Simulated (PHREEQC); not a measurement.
Consider water at 25 °C with 0.12 mol/kgw CdCl2, 0.00028 mol/kgw CuCl2, 0.022 mol/kgw HCl and 0.000112 mol/kgw Na2SO4. Closed to the air; pH follows from the charge balance.

All values are PHREEQC results (ion-association model, wateq4f.dat), not measurements.

```json
{
  "pH": "1.75",
  "ionic_strength": "0.156 mol/kgw",
  "total_alkalinity": "-22.0 meq/kg"
}
```

| species | molality | activity | log γ |
|---|---|---|---|
| Cl- | 0.135 | 0.0983 | -0.136 |
| CdCl+ | 0.0764 | 0.0579 | -0.120 |
| CdCl2 | 0.0229 | 0.0237 | 0.016 |
| H+ | 0.0220 | 0.0177 | -0.093 |
| Cd+2 | 0.0187 | 0.00617 | -0.482 |
| CdCl3- | 0.00194 | 0.00147 | -0.120 |
| Cu+2 | 0.000247 | 8.72e-5 | -0.453 |
| Na+ | 0.000224 | 0.000170 | -0.121 |
| SO4-2 | 4.88e-5 | 1.56e-5 | -0.495 |
| HSO4- | 3.61e-5 | 2.69e-5 | -0.127 |
| CuCl+ | 3.13e-5 | 2.31e-5 | -0.132 |

Precipitation was switched off in this run.
